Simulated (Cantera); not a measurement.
A perfectly stirred reactor is fed with CH4 : H2O : H2 = 1 : 0.76 : 0.51 (molar parts), at 0.940 bar; it is held at 1575 K, and followed from long to short residence time.

Detailed kinetics in Cantera: GRI-Mech 3.0 (53 species, 325 reactions). GRI-Mech 3.0 stops at C3 and has no aromatics, soot or wall deposition, so with more carbon than oxygen in the feed, carbon stays in small species such as C2H2 where larger ones or solid carbon would form.

x: mole fraction; the columns are a selection and need not sum to one.

```json
[
 {"τ (s)": "24", "x CH4": "0.0518", "x H2O": "0.0775", "x H2": "0.689", "x CH2": "3.70e-9", "x HCO": "5.15e-9", "x OH": "1.44e-7", "x CH3": "?"},
 {"τ (s)": "9.2", "x CH4": "0.0623", "x H2O": "0.116", "x H2": "0.654", "x CH2": "5.40e-9", "x HCO": "3.78e-9", "x OH": "2.19e-7", "x CH3": "?"},
 {"τ (s)": "3.4", "x CH4": "0.0785", "x H2O": "0.163", "x H2": "0.608", "x CH2": "7.91e-9", "x HCO": "2.34e-9", "x OH": "3.08e-7", "x CH3": "?"},
 {"τ (s)": "1.3", "x CH4": "0.104", "x H2O": "0.208", "x H2": "0.557", "x CH2": "1.07e-8", "x HCO": "1.25e-9", "x OH": "3.90e-7", "x CH3": "?"},
 {"τ (s)": "0.49", "x CH4": "0.149", "x H2O": "0.246", "x H2": "0.497", "x CH2": "1.31e-8", "x HCO": "6.48e-10", "x OH": "4.50e-7", "x CH3": "?"},
 {"τ (s)": "0.18", "x CH4": "0.216", "x H2O": "0.276", "x H2": "0.427", "x CH2": "1.47e-8", "x HCO": "4.57e-10", "x OH": "4.91e-7", "x CH3": "?"},
 {"τ (s)": "0.069", "x CH4": "0.291", "x H2O": "0.299", "x H2": "0.357", "x CH2": "1.59e-8", "x HCO": "4.79e-10", "x OH": "5.25e-7", "x CH3": "?"},
 {"τ (s)": "0.026", "x CH4": "0.358", "x H2O": "0.316", "x H2": "0.296", "x CH2": "1.67e-8", "x HCO": "5.56e-10", "x OH": "5.55e-7", "x CH3": "?"},
 {"τ (s)": "0.0098", "x CH4": "0.403", "x H2O": "0.327", "x H2": "0.256", "x CH2": "1.70e-8", "x HCO": "5.97e-10", "x OH": "5.71e-7", "x CH3": "0.000392"},
 {"τ (s)": "0.0037", "x CH4": "0.426", "x H2O": "0.332", "x H2": "0.236", "x CH2": "1.63e-8", "x HCO": "5.46e-10", "x OH": "5.63e-7", "x CH3": "0.000402"},
 {"τ (s)": "0.0014", "x CH4": "0.435", "x H2O": "0.334", "x H2": "0.228", "x CH2": "1.40e-8", "x HCO": "3.81e-10", "x OH": "5.21e-7", "x CH3": "0.000378"}
]
```

### Question
Complete the blanks.

### Answer

- 24, x CH3: 5.39e-5
- 9.2, x CH3: 6.55e-5
- 3.4, x CH3: 8.30e-5
- 1.3, x CH3: 0.000109
- 0.49, x CH3: 0.000152
- 0.18, x CH3: 0.000215
- 0.069, x CH3: 0.000285
- 0.026, x CH3: 0.000351
